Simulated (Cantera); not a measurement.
Feed: 1 mol B, 0.38 mol Cl2, 0.11 mol H2, at 1050 K and 75.0 Torr.

Cantera equilibrium calculation (NASA polynomials, part measured and part estimated; ideal gas, pure solids and liquids). Candidate condensed phases: B; 13 gas species. Gases not in the tables: BHCl2. Kinetics and transport are ignored.

Base state: BCl3 0.650, H2 0.244, HCl 0.106 (mole fractions); condensed: B(s).

**Question.** What changes in the equilibrium state with this change: temperature from 1050 K to 950 K?

**Answer.** 
```
species    before   after
---------  ------  ------
BCl3        0.650   0.666
H2          0.244   0.265
HCl         0.106  0.0686
B(s), mol   0.760   0.755
```

**Question.** What changes in the equilibrium state with this change: H2 from 0.11 to 3.6 mol?

**Answer.** 
```
species    before   after
---------  ------  ------
H2          0.244   0.883
HCl         0.106  0.0786
BCl3        0.650  0.0387
B(s), mol   0.760   0.849
```

**Question.** What changes in the equilibrium state with this change: B replaced by Si?

**Answer.** 
```
species     before     after
----------  ------  --------
SiCl4            0     0.567
H2           0.244     0.320
SiHCl3           0    0.0670
BCl3         0.650         0
HCl          0.106    0.0281
SiCl3            0    0.0120
SiCl2            0   0.00462
SiH2Cl2          0  0.000903
B(s), mol    0.760         0
Si(s), mol       0     0.805
```
The tables' values for SiCl3 are old estimates; treat these amounts as uncertain. Further candidate phases: Si.
